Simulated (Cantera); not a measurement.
A Cantera script and what it prints.

```python
import numpy as np
import cantera as ct

gas_names = """
    B BH BH2 BH3 BN BO BO2 B2 B2O B2O2 B2O3 B3O3H3 H HBO HBO2 HNO HNO2 HNO3 HO2 H2 H2O H2O2 H3B3O6 N NH
    NH2 NH3 NH2OH NO NO2 NO3 N2 N2H2 N2H4 N2O O OH O2 O3
""".split()
cond_names = """
    B(b) B(L) BN(s) B2O3(L) B3O3H3(cr) H2O(s) H2O(L)
""".split()


def load(file, names, dense=False):
    # The tables refer to 1 bar. Condensed volumes are neglected.
    table = {s.name: s for s in ct.Species.list_from_file(file)}
    out = []
    for n in names:
        d = dict(table[n].input_data)
        d["thermo"] = dict(d["thermo"], **{"reference-pressure": 1e5})
        if dense:
            d["equation-of-state"] = {"model": "constant-volume", "density": "1e6 g/cm^3"}
        out.append(ct.Species.from_dict(d))
    return out


gas = ct.Solution(thermo="ideal-gas", species=load("nasa_gas.yaml", gas_names))
cond = {s.name: ct.Solution(thermo="fixed-stoichiometry", species=[s], name=s.name)
        for s in load("nasa_condensed.yaml", cond_names, dense=True)}
atoms = {
    'borazine': {'B': 3, 'N': 3, 'H': 6},
    'H2O': {'H': 2, 'O': 1},
    'N2': {'N': 2},
}
top_T = {'BN(s)': 3200}  # K; cautious upper limits of use, not melting points


def equilibrate(T, P, feed):
    n = {}
    for name, mol in feed.items():
        for a, k in atoms[name].items():
            n[a] = n.get(a, 0.0) + k * mol
    gas.TPX = T, P, n
    mass = sum(n.values()) * gas.mean_molecular_weight
    gas.equilibrate("TP")
    valid = [c for c in cond.values() if c.min_temp <= T <= top_T.get(c.name, c.max_temp)]
    mix = ct.Mixture([(gas, mass / gas.mean_molecular_weight)] + [(c, 0.0) for c in valid])
    mix.T, mix.P = T, P
    mix.equilibrate("TP", solver="vcs", rtol=1e-11, max_steps=5000)
    return mix


results = []
feed = {'borazine': 1, 'H2O': 0.067, 'N2': 1.2}  # mol
P = 19000  # Pa
for T in [1523, 1598, 1673, 1748, 1823, 1898, 1973, 2048, 2123]:
    mix = equilibrate(T, P, feed)
    results.append((T, P, feed, dict(zip(mix.species_names, mix.species_moles))))
    x = sorted(zip(gas.X, gas.species_names), reverse=True)
    print(f"T = {T:g} K  P = {P:g} Pa  gas = {mix.phase_moles(0):.4g} mol")
    print("   x: " + "  ".join(f"{s} {v:.3e}" for v, s in x if v > 1e-06))
    print("   condensed (mol): " + ("  ".join(f"{mix.phase(i).name} {mix.phase_moles(i):.4g}"
          for i in range(1, mix.n_phases) if mix.phase_moles(i) > 1e-12) or "none"))
```

Result:

```
T = 1523 K  P = 19000 Pa  gas = 4.294 mol
   x: H2 7.103e-01  N2 2.836e-01  HBO2 3.091e-03  H2O 2.068e-03  HBO 6.671e-04  B2O3 1.814e-04  H 4.469e-05  B2O2 4.391e-06  NH3 3.504e-06  BO 1.059e-06
   condensed (mol): BN(s) 2.965  B2O3(L) 0.008772
T = 1598 K  P = 19000 Pa  gas = 4.302 mol
   x: H2 7.076e-01  N2 2.830e-01  HBO2 4.973e-03  H2O 1.881e-03  HBO 1.807e-03  B2O3 6.248e-04  H 1.027e-04  B2O2 2.681e-05  BO 5.969e-06  NH3 2.824e-06  B3O3H3 1.598e-06
   condensed (mol): BN(s) 2.965
T = 1673 K  P = 19000 Pa  gas = 4.307 mol
   x: H2 7.069e-01  N2 2.832e-01  HBO2 4.215e-03  HBO 3.315e-03  H2O 1.283e-03  B2O3 7.831e-04  H 2.197e-04  B2O2 7.621e-05  BO 2.130e-05  NH3 2.332e-06  B3O3H3 1.266e-06
   condensed (mol): BN(s) 2.96
T = 1748 K  P = 19000 Pa  gas = 4.314 mol
   x: H2 7.055e-01  N2 2.835e-01  HBO 5.427e-03  HBO2 3.211e-03  H2O 8.516e-04  B2O3 8.039e-04  H 4.403e-04  B2O2 1.753e-04  BO 6.401e-05  NH3 1.956e-06
   condensed (mol): BN(s) 2.954
T = 1823 K  P = 19000 Pa  gas = 4.322 mol
   x: H2 7.037e-01  N2 2.837e-01  HBO 7.895e-03  HBO2 2.146e-03  H 8.338e-04  B2O3 6.546e-04  H2O 5.414e-04  B2O2 3.228e-04  BO 1.625e-04  NH3 1.663e-06  BH2 1.180e-06
   condensed (mol): BN(s) 2.947
T = 1898 K  P = 19000 Pa  gas = 4.329 mol
   x: H2 7.016e-01  N2 2.839e-01  HBO 1.016e-02  H 1.502e-03  HBO2 1.232e-03  B2O2 4.707e-04  B2O3 4.112e-04  BO 3.491e-04  H2O 3.254e-04  BH2 3.705e-06  NH3 1.431e-06
   condensed (mol): BN(s) 2.942
T = 1973 K  P = 19000 Pa  gas = 4.337 mol
   x: H2 6.996e-01  N2 2.839e-01  HBO 1.168e-02  H 2.589e-03  BO 6.437e-04  HBO2 6.125e-04  B2O2 5.533e-04  B2O3 2.025e-04  H2O 1.853e-04  BH2 1.065e-05  NH3 1.246e-06
   condensed (mol): BN(s) 2.937
T = 2048 K  P = 19000 Pa  gas = 4.344 mol
   x: H2 6.975e-01  N2 2.838e-01  HBO 1.235e-02  H 4.290e-03  BO 1.054e-03  B2O2 5.551e-04  HBO2 2.770e-04  H2O 1.023e-04  B2O3 8.441e-05  BH2 2.832e-05  B2O 1.157e-06  NH3 1.095e-06
   condensed (mol): BN(s) 2.935
T = 2123 K  P = 19000 Pa  gas = 4.352 mol
   x: H2 6.950e-01  N2 2.834e-01  HBO 1.240e-02  H 6.861e-03  BO 1.588e-03  B2O2 5.065e-04  HBO2 1.206e-04  BH2 7.013e-05  H2O 5.613e-05  B2O3 3.250e-05  B2O 3.473e-06  BH3 1.355e-06
   condensed (mol): BN(s) 2.934
```

These are equilibrium values from Cantera (NASA tables, ideal gas, pure condensed phases), not measurements of a reactor. The feed counts by its element totals alone. Mutual solubility and eutectic melting of coexisting phases are not modelled. The tables' values for BH2 are old estimates; treat these amounts as uncertain. Gases not in the tables: H3BO3.
